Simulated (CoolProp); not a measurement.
Computed with CoolProp (reference Helmholtz-energy equation of state, Platzer 1990). This equation is an older, rougher fit; its heat capacities, sound speeds and derivatives of the liquid may be far off and weren't checked against measurements.

Question: Give the vapour pressure (MPa), enthalpy of vaporisation (kJ/kg), liquid viscosity (µPa s), liquid conductivity (mW/(m K)) of saturated R13 at -129.05 °C.

Answer: 
```csv
T (°C),p (MPa),enthalpy of vaporisation (kJ/kg),liquid viscosity (µPa s),liquid conductivity (mW/(m K))
-129.05,0.00294,170,736,114
```

Viscosity comes from a separate model (Huber 2003), an estimate that may be off by 10 % or more. Thermal conductivity comes from a separate model (Huber 2003), an estimate that may be off by 10 % or more.
